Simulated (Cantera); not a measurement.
An isothermal, constant-pressure homogeneous reactor starts with 24.4 % NO, 75.6 % N2, at 1800 K and 0.280 bar.

Cantera simulation using GRI-Mech 3.0 (53 species, 325 reactions); the numbers are that mechanism's predictions, not measurements.

x: mole fraction; the columns are a selection and need not sum to one.

```tsv
t (s)	x NO	x O	x N2	x N2O	x NO2	x O2
6.00e-5	0.244	2.17e-7	0.756	2.30e-7	[?]	2.36e-10
0.000126	0.244	4.28e-7	0.756	4.82e-7	[?]	1.01e-9
0.000266	0.244	7.96e-7	0.756	1.00e-6	[?]	4.18e-9
0.000559	0.244	1.37e-6	0.756	2.06e-6	[?]	1.71e-8
0.00118	0.244	2.23e-6	0.756	4.14e-6	[?]	7.30e-8
0.00247	0.244	3.85e-6	0.756	7.90e-6	[?]	3.69e-7
0.00521	0.244	7.03e-6	0.756	1.37e-5	[?]	2.33e-6
0.0110	0.244	1.13e-5	0.756	2.01e-5	[?]	1.45e-5
0.0230	0.244	1.33e-5	0.756	2.36e-5	3.57e-5	6.01e-5
0.0485	0.243	1.38e-5	0.756	2.41e-5	3.69e-5	0.000168
0.102	0.243	1.42e-5	0.757	2.41e-5	3.82e-5	0.000398
0.215	0.242	1.51e-5	0.757	2.38e-5	4.08e-5	0.000880
0.452	0.240	1.68e-5	0.758	2.34e-5	[?]	0.00189
0.951	0.236	2.00e-5	0.760	2.25e-5	[?]	0.00402
2.00	0.227	2.52e-5	0.765	2.07e-5	[?]	0.00840
```

Question: What belongs in the gaps?

Answer: 
- 6.00e-5, x NO2: 1.53e-8
- 0.000126, x NO2: 6.35e-8
- 0.000266, x NO2: 2.49e-7
- 0.000559, x NO2: 8.75e-7
- 0.00118, x NO2: 2.65e-6
- 0.00247, x NO2: 6.97e-6
- 0.00521, x NO2: 1.62e-5
- 0.0110, x NO2: 2.92e-5
- 0.452, x NO2: 4.57e-5
- 0.951, x NO2: 5.42e-5
- 2.00, x NO2: 6.71e-5
